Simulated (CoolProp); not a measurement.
Isohexane along the isotherm 265.35 °C: Z from the reference equation and from simpler models built on Tc = 224.6 °C, pc = 3.043 MPa, ω = 0.280; each cubic takes its own stable root.

Computed with CoolProp (reference Helmholtz-energy equation of state, Lemmon 2006). It is a short technical equation, of lower accuracy than the large ones.

| p (MPa) | phase | reference |
|---|---|---|
| 2.34 | gas | 0.7628 |
| 4.68 | supercritical | 0.4251 |
| 7.02 | supercritical | 0.3909 |
| 9.36 | supercritical | 0.4642 |
| 11.7 | supercritical | 0.5447 |
| 14 | supercritical | 0.6246 |
| 16.4 | supercritical | 0.7074 |
| 18.7 | supercritical | 0.7859 |
| 21.1 | supercritical | 0.8669 |
| 23.4 | supercritical | 0.9435 |
| 25.7 | supercritical | 1.019 |
| 28.1 | supercritical | 1.098 |
| 30.4 | supercritical | 1.172 |

How far does each simpler model (van der Waals, Redlich-Kwong, Soave-Redlich-Kwong, Peng-Robinson) lie from the reference over these 13 states: mean and median of the absolute difference, and the worst?


- van der Waals: mean 26.7 %, median 31.7 %, worst +32.8 % at 265.35 °C and 30.4 MPa
- Redlich-Kwong: mean 5.3 %, median 4.8 %, worst +10.8 % at 265.35 °C and 7.02 MPa
- Soave-Redlich-Kwong: mean 8.3 %, median 7.2 %, worst +17.3 % at 265.35 °C and 7.02 MPa
- Peng-Robinson: mean 3.9 %, median 3.9 %, worst +7.7 % at 265.35 °C and 7.02 MPa
